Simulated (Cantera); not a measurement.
## Stirred combustor or abatement burner

A perfectly stirred reactor is fed with 31.6 % H2, 14.4 % O2, 54.0 % N2, equivalence ratio 1.1, at 240 Torr; it is adiabatic with a 325 K inlet, and is followed from long to short residence time, starting on the burning branch (τ in s: 0.074, 0.026, 0.0095, 0.0034, 0.0012, 0.00044, 0.00016, 5.6e-05, 2e-05, 7.2e-06).

Detailed kinetics in Cantera: GRI-Mech 3.0 (53 species, 325 reactions).

```csv
τ (s),T (K),x H2,x O2,x O,x OH,x N2O,x NO
0.074,2322,0.0424,0.00336,0.00107,0.00905,3.23e-8,0.00104
0.026,2261,0.0455,0.00518,0.00180,0.0110,2.50e-8,0.000591
0.0095,2160,0.0500,0.00808,0.00316,0.0131,1.96e-8,0.000243
0.0034,2011,0.0548,0.0120,0.00531,0.0144,1.71e-8,9.43e-5
0.0012,1823,0.0583,0.0168,0.00795,0.0137,1.63e-8,5.10e-5
0.00044,1620,0.0599,0.0220,0.0101,0.0112,1.53e-8,2.94e-5
0.00016,1403,0.0659,0.0303,0.0107,0.00755,1.33e-8,1.24e-5
5.6e-5,325,0.316,0.144,<1e-12,<1e-12,<1e-12,<1e-12
2.0e-5,325,0.316,0.144,<1e-12,<1e-12,<1e-12,<1e-12
7.2e-6,325,0.316,0.144,<1e-12,<1e-12,<1e-12,<1e-12
```
x: mole fraction; the columns are a selection and need not sum to one.
